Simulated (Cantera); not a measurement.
Thermodynamics of nitride etching, feed BN + NF₃ + N₂ + Cl₂

Feed: 1 mol BN, a varied amount of NF₃, 6.3 mol N₂, 0.55 mol Cl₂, at 1498.15 K and 0.0540 bar.

Method: chemical equilibrium by Gibbs-energy minimisation in Cantera with the NASA 1993 tables (ideal gas, pure condensed phases). Candidate condensed phases: B, BN; 21 gas species. Kinetics and transport are ignored.

From 1.4 mol NF₃ to 13 mol NF₃ nothing is condensed. The main B-bearing gas is BF₃ throughout.

```csv
n(NF₃) (mol),log p N₂,log p F,log p BF₃,log p ClF,log p Cl,log p Cl₂
1.4,-1.40,-2.48,-2.27,-2.51,-2.83,-3.19
2.9,-1.53,-1.77,-2.44,-2.45,-3.48,-4.49
4.3,-1.61,-1.62,-2.57,-2.56,-3.74,-5.01
5.8,-1.68,-1.54,-2.67,-2.65,-3.91,-5.35
7.2,-1.73,-1.50,-2.74,-2.73,-4.03,-5.58
8.7,-1.77,-1.47,-2.81,-2.79,-4.13,-5.78
10,-1.79,-1.46,-2.87,-2.84,-4.20,-5.92
12,-1.83,-1.44,-2.94,-2.91,-4.29,-6.09
13,-1.84,-1.43,-2.97,-2.94,-4.32,-6.17
```
log p: log10 of the partial pressure in bar; nothing condenses.
